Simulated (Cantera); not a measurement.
A perfectly stirred reactor is fed with CH4 : O2 : N2 = 1 : 2.74 : 10.3 (molar parts), at 460000 Pa; it is adiabatic with a 600 K inlet, and is followed from long to short residence time, starting on the burning branch (τ in s: 0.045, 0.021, 0.0094, 0.0043, 0.0019, 0.00088, 0.0004, 0.00018, 8.3e-05, 3.8e-05, 1.7e-05, 7.8e-06).

Detailed kinetics in Cantera: GRI-Mech 3.0 (53 species, 325 reactions).

Task: What does this change do: CH4 1 to 1.5 parts?

Result: 
```json
[
 {"quantity": "blow-out, bracketed by the residence times tried", "before": "burning at 38.0 µs, out at 17.0 µs", "after": "burning at 38.0 µs, out at 17.0 µs"},
 {"quantity": "x(CH4) at τ = 45.0 ms", "before": "3.01e-6", "after": "2.91e-6"},
 {"quantity": "x(O2) at τ = 45.0 ms", "before": "0.0522", "after": "0.00102"},
 {"quantity": "x(H2O) at τ = 45.0 ms", "before": "0.141", "after": "0.188"},
 {"quantity": "x(H) at τ = 45.0 ms", "before": "2.64e-5", "after": "0.000935"},
 {"quantity": "x(C2H4) at τ = 45.0 ms", "before": "1.57e-10", "after": "2.17e-10"},
 {"quantity": "x(CH4) at τ = 0.400 ms", "before": "0.000122", "after": "9.75e-5"},
 {"quantity": "x(O2) at τ = 0.400 ms", "before": "0.0547", "after": "0.00575"},
 {"quantity": "x(H2O) at τ = 0.400 ms", "before": "0.137", "after": "0.181"},
 {"quantity": "x(H) at τ = 0.400 ms", "before": "0.000417", "after": "0.00296"},
 {"quantity": "x(C2H4) at τ = 0.400 ms", "before": "9.32e-8", "after": "1.36e-7"}
]
```
